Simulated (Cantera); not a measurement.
A perfectly stirred reactor is fed with H₂ : O₂ : N₂ = 1 : 0.385 : 1.6 (molar parts), at 100000 Pa; it is adiabatic with a 598 K inlet, and is followed from long to short residence time, starting on the burning branch (τ in s: 0.31, 0.11, 0.041, 0.015, 0.0055, 0.002, 0.00074, 0.00027, 0.0001, 3.6e-05).

Cantera simulation using the H2/O2 subset of GRI-Mech 3.0, which has no nitrogen chemistry; the numbers are that mechanism's predictions, not measurements.

### Question
Predict: blow-out, bracketed by the residence times tried; x(H₂) at τ = 0.310 s; x(O₂) at τ = 0.310 s; x(HO₂) at τ = 0.310 s; x(H₂O) at τ = 0.310 s; x(H₂O₂) at τ = 0.310 s; x(H₂) at τ = 2.00 ms; x(O₂) at τ = 2.00 ms; x(HO₂) at τ = 2.00 ms; x(H₂O) at τ = 2.00 ms; x(H₂O₂) at τ = 2.00 ms.

### Answer
| Property | Result |
|---|---|
| blow-out, bracketed by the residence times tried | burning at 36.0 µs, the shortest tried |
| x(H₂) at τ = 0.310 s | 0.0876 |
| x(O₂) at τ = 0.310 s | 0.000246 |
| x(HO₂) at τ = 0.310 s | 1.36e-7 |
| x(H₂O) at τ = 0.310 s | 0.290 |
| x(H₂O₂) at τ = 0.310 s | 2.88e-8 |
| x(H₂) at τ = 2.00 ms | 0.0877 |
| x(O₂) at τ = 2.00 ms | 0.00203 |
| x(HO₂) at τ = 2.00 ms | 1.11e-6 |
| x(H₂O) at τ = 2.00 ms | 0.276 |
| x(H₂O₂) at τ = 2.00 ms | 1.15e-7 |
